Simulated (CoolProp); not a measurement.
The numbers come from the reference Helmholtz-energy equation of state, Thol 2016 in CoolProp.

Task: For hexamethyldisiloxane (MM), give the phase and the cp (kJ/(kg K)), cv (kJ/(kg K)), speed of sound (m/s), expansivity (1/kK) at 200.55 °C and 4.17 MPa.

Result: 
- 200.55 °C and 4.17 MPa: liquid; cp 2.40, cv 1.97, speed of sound 382, expansivity 2.72
